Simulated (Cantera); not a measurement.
A perfectly stirred reactor is fed with CH4 : CO2 = 1 : 0.65 (molar parts), at 1200000 Pa; it is held at 1825 K, and followed from long to short residence time.

Computed with Cantera and GRI-Mech 3.0 (53 species, 325 reactions). The pressure lies above the range GRI-Mech 3.0 was tuned for (to about 10 atm).

One state of this run: x CH4 = 0.364; x CO2 = 0.304; x C2H2 = 0.0601; x CH2 = 2.90e-7; x H2O = 0.0332; x HO2 = <1e-12. x: mole fraction; the columns are a selection and need not sum to one.

### Question
Which value of τ (s) does it belong to?
A. 0.12
B. 0.036
C. 0.00029
D. 0.00097

### Answer
C, 0.00029
